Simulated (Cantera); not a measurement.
A Cantera script and what it prints.

```python
import numpy as np
import cantera as ct

gas_names = [...]  # 151 gases of nasa_gas.yaml made of C, H, N, O, Si
cond_names = """
    C(gr) C6H6(L) C7H8(L) C8H18(L),n-octa H2O(s) H2O(L) Si(cr) Si(L) SiC(b) SiO2(Lqz) SiO2(hqz) SiO2(L)
    Si2N2O(s) Si3N4(a)
""".split()


# ... load() reads the species with a 1 bar reference pressure and builds the phases ...
atoms = {
    'SiC': {'Si': 1, 'C': 1},
    'CO2': {'C': 1, 'O': 2},
    'H2': {'H': 2},
    'N2O': {'N': 2, 'O': 1},
}
top_T = {'C(gr)': 4500, 'SiC(b)': 3050, 'Si2N2O(s)': 2100, 'Si3N4(a)': 2400}  # K; cautious upper limits of use, not melting points


# ... equilibrate(T, P, feed) seeds the gas with the atoms and calls Mixture.equilibrate('TP', solver="vcs", rtol=1e-11, max_steps=5000) ...
results = []
T = 1700  # K
P = 200000  # Pa
for m in [3.4, 13, 22, 32, 42, 51, 61, 70, 80]:
    feed = {'SiC': 1, 'CO2': 0.014, 'H2': m, 'N2O': 0.13}  # mol
    mix = equilibrate(T, P, feed)
    results.append((T, P, feed, dict(zip(mix.species_names, mix.species_moles))))
    x = sorted(zip(gas.X, gas.species_names), reverse=True)
    print(f"T = {T:g} K  P = {P:g} Pa  n(H2) = {m:g} mol  gas = {mix.phase_moles(0):.4g} mol")
    print("   x: " + "  ".join(f"{s} {v:.3e}" for v, s in x if v > 0.001))
    print("   condensed (mol): " + ("  ".join(f"{mix.phase(i).name} {mix.phase_moles(i):.4g}"
          for i in range(1, mix.n_phases) if mix.phase_moles(i) > 1e-12) or "none"))
```

It prints:

```
T = 1700 K  P = 200000 Pa  n(H2) = 3.4 mol  gas = 3.538 mol
   x: H2 9.566e-01  CO 2.430e-02  N2 1.627e-02  CH4 2.005e-03
   condensed (mol): C(gr) 0.06225  SiC(b) 0.8565  Si2N2O(s) 0.0716
T = 1700 K  P = 200000 Pa  n(H2) = 13 mol  gas = 13.17 mol
   x: H2 9.848e-01  CO 7.891e-03  N2 5.843e-03  CH4 1.038e-03
   condensed (mol): SiC(b) 0.894  Si2N2O(s) 0.05209
T = 1700 K  P = 200000 Pa  n(H2) = 22 mol  gas = 22.17 mol
   x: H2 9.908e-01  CO 4.621e-03  N2 3.490e-03
   condensed (mol): SiC(b) 0.893  Si2N2O(s) 0.05173
T = 1700 K  P = 200000 Pa  n(H2) = 32 mol  gas = 32.17 mol
   x: H2 9.935e-01  CO 3.139e-03  N2 2.431e-03
   condensed (mol): SiC(b) 0.8924  Si2N2O(s) 0.05093
T = 1700 K  P = 200000 Pa  n(H2) = 42 mol  gas = 42.17 mol
   x: H2 9.949e-01  CO 2.361e-03  N2 1.880e-03
   condensed (mol): SiC(b) 0.892  Si2N2O(s) 0.04989
T = 1700 K  P = 200000 Pa  n(H2) = 51 mol  gas = 51.17 mol
   x: H2 9.957e-01  CO 1.922e-03  N2 1.570e-03
   condensed (mol): SiC(b) 0.8919  Si2N2O(s) 0.04881
T = 1700 K  P = 200000 Pa  n(H2) = 61 mol  gas = 61.17 mol
   x: H2 9.963e-01  CO 1.585e-03  N2 1.335e-03
   condensed (mol): SiC(b) 0.8919  Si2N2O(s) 0.04751
T = 1700 K  P = 200000 Pa  n(H2) = 70 mol  gas = 70.17 mol
   x: H2 9.967e-01  CO 1.365e-03  N2 1.182e-03
   condensed (mol): SiC(b) 0.892  Si2N2O(s) 0.04626
T = 1700 K  P = 200000 Pa  n(H2) = 80 mol  gas = 80.18 mol
   x: H2 9.971e-01  CO 1.179e-03  N2 1.052e-03
   condensed (mol): SiC(b) 0.8922  Si2N2O(s) 0.04482
```

Cantera equilibrium calculation (NASA polynomials, part measured and part estimated; ideal gas, pure solids and liquids). Mutual solubility and eutectic melting of coexisting phases are not modelled.
